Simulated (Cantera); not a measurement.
**NO annealing gas**

A perfectly stirred reactor is fed with 19.2 % NO, 80.7 % N2, 0.125 % H2O, at 1.00 bar; it is held at 1650 K, and followed from long to short residence time.

Model: GRI-Mech 3.0 (53 species, 325 reactions), integrated in Cantera.

| τ (s) | x NO | x N2O | x NO2 | x O | x N2 |
|---|---|---|---|---|---|
| 22 | 0.141 | 7.42e-6 | 0.000176 | 4.28e-6 | 0.832 |
| 3.7 | 0.179 | 1.20e-5 | 0.000120 | 2.33e-6 | 0.813 |
| 0.64 | 0.189 | 1.34e-5 | 7.00e-5 | 1.31e-6 | 0.808 |
| 0.11 | 0.192 | 1.30e-5 | 4.88e-5 | 9.28e-7 | 0.807 |
| 0.018 | 0.192 | 1.00e-5 | 2.95e-5 | 5.95e-7 | 0.807 |
| 0.0031 | 0.192 | 4.25e-6 | 7.00e-6 | 1.92e-7 | 0.807 |
| 0.00054 | 0.192 | 9.89e-7 | 1.01e-6 | 7.56e-8 | 0.807 |
x: mole fraction; the columns are a selection and need not sum to one.
